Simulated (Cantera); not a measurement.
Charge: 1 mol Fe₂O₃, 5.9 mol CH₄, 0.93 mol N₂, at 1200 °C and 1.00 bar.

Method: chemical equilibrium by Gibbs-energy minimisation in Cantera with the NASA 1993 tables (ideal gas, pure condensed phases). Candidate condensed phases: C, C₆H₆, C₇H₈, C₈H₁₈, Fe, Fe(CO)₅, FeO, Fe(OH)₂, Fe(OH)₃, Fe₂O₃, Fe₃O₄, H₂O; 140 gas species. Iron dissolves carbon and melts from about 1420 K in contact with it, which pure phases cannot show. Condensed phases not in the tables: cementite and carbon dissolved in iron. Kinetics and transport are ignored.

Base state: H₂ 0.748, CO 0.191, N₂ 0.0591, CH₄ 0.00164, H₂O 0.000299, HCN 0.000183, CO₂ 3.08e-5, H 1.09e-5 (mole fractions); condensed: C(graphite) + Fe(γ).

Problem. What changes in the equilibrium state with this change: temperature from 1200 °C to 1550 °C?

Solution. 
```tsv
species	before	after
H₂	0.748	0.748
CO	0.191	0.191
N₂	0.0591	0.0584
HCN	0.000183	0.00143
CH₄	0.00164	0.000400
Fe	8.36e-8	4.07e-5
H	1.09e-5	0.000375
C₂H₂ (acetylene)	4.87e-6	0.000158
HNC	2.83e-6	5.73e-5
C(graphite), mol	2.88	2.87
Fe(γ), mol	2.00	0
Fe(l), mol	0	2.00
```

Problem. What changes in the equilibrium state with this change: CH₄ from 5.9 to 0.49 mol?

Solution. 
```csv
species,before,after
N₂,0.0591,0.387
H₂,0.748,0.241
H₂O,0.000299,0.168
CO₂,3.08e-5,0.0448
CO,0.191,0.159
CH₄,0.00164,8.15e-8
HCN,0.000183,1.27e-7
"C(graphite), mol",2.88,0
"Fe(γ), mol",2.00,0
"FeO(s), mol",0,2.00
```
The tables' stoichiometric FeO is somewhat more stable than real wüstite, so its field is too wide. FeO: taken at fixed stoichiometry.
